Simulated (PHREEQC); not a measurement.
A column of 0.2 m (30 cells, dispersivity 0.016 m, 3600 s a shift, diffusion coefficient 3e-10 m²/s) holds 0.033 eq of the database's cation exchanger X per kg of pore water, first in equilibrium with 0.0023 mol/kgw ZnSO4 and 1e-05 mol/kgw HCl. It is flushed with 0.088 mol LiCl and 1e-05 mol HCl per kg of water, at 25 °C. Values are for the last cell. No CO2 enters from the air. No solid was allowed to form.

The series has 31 steps of pore volumes, from 0 to 3.017.

The numbers come from PHREEQC with the ion-association model, phreeqc.dat.

Problem. After how many pore volumes does Li at the outlet first reach half of its feed value?

Solution. By 1.1 pore volumes.
